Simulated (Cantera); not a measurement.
**Silicon carbide growth: CH3SiCl3 + HCl + H2**

Input: 1 mol CH3SiCl3, 0.047 mol HCl, 110 mol H2, at 0.460 bar.

Method: chemical equilibrium by Gibbs-energy minimisation in Cantera with the NASA 1993 tables (ideal gas, pure condensed phases). Candidate condensed phases: C, C6H6, C7H8, C8H18, Si, SiC; 109 gas species. The feed counts by its element totals alone. The tables' values for SiCl3 are old estimates; treat these amounts as uncertain. The numbers say what is thermodynamically allowed, not how fast it happens.

| T (°C) | x H2 | x HCl | x CH4 | x SiCl4 | x SiHCl3 | n SiC(s) |
|---|---|---|---|---|---|---|
| 702 | 0.978 | 0.0162 | 0.00294 | 0.00215 | 0.000743 | 0.670 |
| 752 | 0.976 | 0.0201 | 0.00190 | 0.00131 | 0.000546 | 0.786 |
| 802 | 0.975 | 0.0229 | 0.00116 | 0.000715 | 0.000379 | 0.870 |
| 852 | 0.974 | 0.0246 | 0.000690 | 0.000365 | 0.000251 | 0.922 |
| 902 | 0.974 | 0.0256 | 0.000428 | 0.000178 | 0.000160 | 0.952 |
| 952 | 0.973 | 0.0261 | 0.000288 | 8.30e-5 | 9.65e-5 | 0.967 |
| 1002 | 0.973 | 0.0264 | 0.000216 | 3.68e-5 | 5.48e-5 | 0.976 |
| 1052 | 0.973 | 0.0265 | 0.000180 | 1.57e-5 | 2.96e-5 | 0.980 |
x: gas mole fraction; n: condensed amount in mol.

From 702 °C to 1052 °C the condensed part is SiC(s). The main Si-bearing gas is SiCl4 at 702 °C and SiCl2 at 1052 °C. The share of Si in condensed phases is highest at 1052 °C (98.0 %) and lowest at 702 °C (67.0 %).
